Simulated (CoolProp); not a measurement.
Vapour-liquid equilibrium of carbon dioxide (1) + n-butane (2) at 235.9 K; x and y are mole fractions of (1).

Model: multi-fluid Helmholtz-energy mixture model, Span 1996 and Bücker 2006; pair parameters Kunz 2012, in CoolProp.

```csv
x,"bubble pressure, mixture model (kPa)","bubble pressure, Raoult's law (kPa)","y, mixture model","y, Raoult's law"
0.05,149.4,74.00,0.870,0.750
0.125,333.2,155.8,0.942,0.891
0.2,489.1,237.6,0.961,0.934
0.275,610.7,319.4,0.969,0.956
0.35,700.0,401.2,0.974,0.968
0.425,763.5,483.0,0.977,0.977
0.5,809.3,564.8,0.979,0.983
0.575,844.9,646.6,0.980,0.987
0.65,876.7,728.4,0.982,0.991
0.725,909.9,810.2,0.983,0.993
0.8,948.6,892.0,0.986,0.996
0.875,996.4,973.8,0.989,0.998
0.95,1058,1056,0.995,0.999
```

The largest gap from Raoult's law is +113.9 % in bubble pressure, at x = 0.125. No azeotrope shows between x = 0.05 and 0.95.

Pair parameters are fitted to limited data, so mixtures are less certain than the pure fluids. With so large a gap from Raoult's law the liquid may split in two, which this calculation doesn't test in full.
